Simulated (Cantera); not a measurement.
A Cantera script and its output.

```python
import numpy as np
import cantera as ct

gas = ct.Solution("h2o2.yaml")
gas.TPX = 1198, 550, {'H2': 0.043, 'O2': 1, 'N2': 2.9}
reactor = ct.IdealGasConstPressureReactor(gas, energy="off", clone=False)
net = ct.ReactorNet([reactor])
net.rtol, net.atol = 1e-08, 1e-18
show = ['H2', 'O2', 'H2O2', 'O', 'H', 'HO2', 'H2O']
times = np.geomspace(7e-05, 4, 15)

steps = ct.SolutionArray(gas, extra=["t"])
rows = []
print(f"{'t/s':>10s}{'T/K':>9s}{'P/Pa':>11s}" + "".join(f"{s:>11s}" for s in show))
for t in times:
    while net.time < t:
        t_next = net.step()
        steps.append(gas.state, t=t_next)
    rows.append([np.interp(t, steps.t, y) for y in (steps.T, steps.P, *steps(*show).X.T)])
    print(f"{t:10.3e}{rows[-1][0]:9.1f}{rows[-1][1]:11.4g}" + "".join(f"{x:11.3e}" for x in rows[-1][2:]))
rate = np.gradient(steps.T, steps.t)
print("integrator steps:", len(steps.t))
if steps.T.max() > steps.T[0] + 200:
    print(f"time of steepest temperature rise: {steps.t[rate.argmax()]:.4e} s")
gas.TPX = 1198, 550, {'H2': 0.043, 'O2': 1, 'N2': 2.9}
gas.equilibrate("TP")
print(f"equilibrium (TP): T = {gas.T:.1f} K  " + "  ".join(f"{s} {gas[s].X[0]:.3e}" for s in show))
```

Result:

```
       t/s      T/K       P/Pa         H2         O2       H2O2          O          H        HO2        H2O
 7.000e-05   1198.0        550  1.091e-02  2.536e-01  8.873e-16  5.791e-12  6.502e-11  7.063e-11  1.871e-13
 1.531e-04   1198.0        550  1.091e-02  2.536e-01  4.235e-15  2.580e-11  1.304e-10  1.545e-10  1.824e-12
 3.347e-04   1198.0        550  1.091e-02  2.536e-01  2.017e-14  1.080e-10  2.462e-10  3.378e-10  1.659e-11
 7.319e-04   1198.0        550  1.091e-02  2.536e-01  9.610e-14  4.215e-10  4.542e-10  7.388e-10  1.376e-10
 1.600e-03   1198.0        550  1.091e-02  2.536e-01  4.557e-13  1.664e-09  1.008e-09  1.616e-09  1.059e-09
 3.500e-03   1198.0        550  1.091e-02  2.536e-01  2.141e-12  9.063e-09  3.991e-09  3.541e-09  9.533e-09
 7.652e-03   1198.0        550  1.091e-02  2.536e-01  9.944e-12  1.539e-07  6.177e-08  7.967e-09  2.082e-07
 1.673e-02   1198.0        550  1.080e-02  2.535e-01  1.088e-10  5.503e-05  2.208e-05  9.712e-08  7.722e-05
 3.659e-02   1198.0        550  3.453e-04  2.450e-01  1.110e-08  7.106e-03  1.862e-03  3.127e-07  9.138e-03
 8.001e-02   1198.0        550  1.538e-04  2.447e-01  6.769e-09  7.539e-03  1.485e-03  2.763e-07  9.636e-03
 1.750e-01   1198.0        550  1.431e-04  2.451e-01  6.812e-09  6.952e-03  1.320e-03  2.707e-07  9.748e-03
 3.826e-01   1198.0        550  1.227e-04  2.458e-01  6.874e-09  5.866e-03  1.030e-03  2.588e-07  9.948e-03
 8.366e-01   1198.0        550  8.953e-05  2.468e-01  6.861e-09  4.176e-03  6.246e-04  2.339e-07  1.025e-02
 1.829e+00   1198.0        550  4.943e-05  2.480e-01  6.462e-09  2.251e-03  2.494e-04  1.877e-07  1.056e-02
 4.000e+00   1198.0        550  1.912e-05  2.489e-01  5.213e-09  8.580e-04  5.901e-05  1.225e-07  1.078e-02
integrator steps: 872
equilibrium (TP): T = 1198.0 K  H2 3.631e-09  O2 2.495e-01  H2O2 9.557e-12  O 1.628e-07  H 1.555e-10  HO2 1.346e-09  H2O 1.096e-02
```

Cantera simulation using the H2/O2 subset of GRI-Mech 3.0, which has no nitrogen chemistry; the numbers are that mechanism's predictions, not measurements. Radical loss at walls, strong at low pressure, is not modelled.
